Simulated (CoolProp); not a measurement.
Vapour-liquid equilibrium of CH2F2 (R32) (1) + R1234ze(E) (2) at 1140 kPa; x and y are mole fractions of (1).

Computed with CoolProp (multi-fluid Helmholtz-energy mixture model, Tillner-Roth 1997 and Thol 2016; pair parameters Bell 2023).

```json
[
 {"x": "0.05", "bubble temperature, mixture model (K)": "324.4", "bubble temperature, Raoult's law (K)": "324.4", "y, mixture model": "0.119", "y, Raoult's law": "0.142"},
 {"x": "0.15", "bubble temperature, mixture model (K)": "317.0", "bubble temperature, Raoult's law (K)": "317.3", "y, mixture model": "0.321", "y, Raoult's law": "0.361"},
 {"x": "0.25", "bubble temperature, mixture model (K)": "[?]", "bubble temperature, Raoult's law (K)": "311.3", "y, mixture model": "0.476", "y, Raoult's law": "0.520"},
 {"x": "0.35", "bubble temperature, mixture model (K)": "305.4", "bubble temperature, Raoult's law (K)": "306.2", "y, mixture model": "0.594", "y, Raoult's law": "0.640"},
 {"x": "0.45", "bubble temperature, mixture model (K)": "300.9", "bubble temperature, Raoult's law (K)": "301.7", "y, mixture model": "0.687", "y, Raoult's law": "0.733"},
 {"x": "0.55", "bubble temperature, mixture model (K)": "297.1", "bubble temperature, Raoult's law (K)": "297.7", "y, mixture model": "0.761", "y, Raoult's law": "0.806"},
 {"x": "0.65", "bubble temperature, mixture model (K)": "293.8", "bubble temperature, Raoult's law (K)": "294.2", "y, mixture model": "0.824", "y, Raoult's law": "0.865"},
 {"x": "0.75", "bubble temperature, mixture model (K)": "[?]", "bubble temperature, Raoult's law (K)": "291.0", "y, mixture model": "0.880", "y, Raoult's law": "0.913"},
 {"x": "0.85", "bubble temperature, mixture model (K)": "288.0", "bubble temperature, Raoult's law (K)": "288.0", "y, mixture model": "[?]", "y, Raoult's law": "0.952"},
 {"x": "0.95", "bubble temperature, mixture model (K)": "285.4", "bubble temperature, Raoult's law (K)": "285.4", "y, mixture model": "0.978", "y, Raoult's law": "0.985"}
]
```

Fill in the missing entries.


- 0.25, bubble temperature, mixture model (K): 310.7
- 0.75, bubble temperature, mixture model (K): 290.8
- 0.85, y, mixture model: 0.931

The largest gap from Raoult's law is -0.8 K in bubble temperature, at x = 0.35. No azeotrope shows between x = 0.05 and 0.95.

Pair parameters are fitted to limited data, so mixtures are less certain than the pure fluids.
